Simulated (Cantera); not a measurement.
Input: 1 mol toluene, 2.4 mol H2, 26 mol N2, 0.55 mol O2, held at 0.133 bar.

Method: chemical equilibrium by Gibbs-energy minimisation in Cantera with the NASA 1993 tables (ideal gas, pure condensed phases). Candidate condensed phases: C, C6H6, C7H8, C8H18, H2O; 136 gas species. Kinetics and transport are ignored.

Q: What share of the C ends up in condensed phases as a function of T (K), at 2275, 2325, 2375, 2425, 2475, 2525, 2575, 2625, 2675, 2725, 2775, 2825, 2875?

A: 
```json
[
 {"T (K)": "2275", "C condensed (%)": "76.3", "as": "C(graphite)"},
 {"T (K)": "2325", "C condensed (%)": "74.9", "as": "C(graphite)"},
 {"T (K)": "2375", "C condensed (%)": "73.5", "as": "C(graphite)"},
 {"T (K)": "2425", "C condensed (%)": "71.8", "as": "C(graphite)"},
 {"T (K)": "2475", "C condensed (%)": "70.1", "as": "C(graphite)"},
 {"T (K)": "2525", "C condensed (%)": "68.1", "as": "C(graphite)"},
 {"T (K)": "2575", "C condensed (%)": "66.1", "as": "C(graphite)"},
 {"T (K)": "2625", "C condensed (%)": "63.9", "as": "C(graphite)"},
 {"T (K)": "2675", "C condensed (%)": "61.5", "as": "C(graphite)"},
 {"T (K)": "2725", "C condensed (%)": "59.0", "as": "C(graphite)"},
 {"T (K)": "2775", "C condensed (%)": "56.3", "as": "C(graphite)"},
 {"T (K)": "2825", "C condensed (%)": "53.4", "as": "C(graphite)"},
 {"T (K)": "2875", "C condensed (%)": "50.2", "as": "C(graphite)"}
]
```
